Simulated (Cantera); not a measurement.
Charge: 1 mol Cu2O, 0.46 mol C, 12 mol N2, 3.3 mol CH4, at 75.0 Torr.

Method: chemical equilibrium by Gibbs-energy minimisation in Cantera with the NASA 1993 tables (ideal gas, pure condensed phases). Candidate condensed phases: C, C6H6, C7H8, C8H18, Cu, CuO, Cu(OH)2, Cu2O, H2O; 139 gas species. The numbers say what is thermodynamically allowed, not how fast it happens.

x: gas mole fraction; n: condensed amount in mol.

| T (°C) | x N2 | x H2 | x CO | x Cu | x HCN | x H | x CH4 | n C(graphite) | n Cu(s) | n Cu(l) |
|---|---|---|---|---|---|---|---|---|---|---|
| 927 | 0.612 | 0.336 | 0.0510 | ? | 3.38e-5 | 3.62e-7 | 0.000179 | 2.76 | 2.00 | 0 |
| 1027 | 0.612 | 0.337 | 0.0510 | ? | 9.40e-5 | 2.03e-6 | 8.91e-5 | 2.76 | 2.00 | 0 |
| 1127 | 0.612 | 0.337 | 0.0510 | ? | 0.000225 | 8.92e-6 | 4.89e-5 | 2.75 | 0 | 2.00 |
| 1227 | 0.612 | 0.336 | 0.0510 | ? | 0.000480 | 3.23e-5 | 2.91e-5 | 2.75 | 0 | 2.00 |
| 1327 | 0.612 | 0.336 | 0.0510 | ? | 0.000928 | 9.97e-5 | 1.84e-5 | 2.74 | 0 | 1.99 |
| 1427 | 0.610 | 0.335 | 0.0509 | ? | 0.00166 | 0.000270 | 1.23e-5 | 2.73 | 0 | 1.97 |
| 1527 | 0.607 | 0.333 | 0.0507 | ? | 0.00276 | 0.000653 | 8.53e-6 | 2.70 | 0 | 1.89 |

**Question.** Fill in the missing entries.

**Answer.** 
- 927, x Cu: 1.23e-7
- 1027, x Cu: 1.58e-6
- 1127, x Cu: 1.35e-5
- 1227, x Cu: 8.22e-5
- 1327, x Cu: 0.000398
- 1427, x Cu: 0.00159
- 1527, x Cu: 0.00541
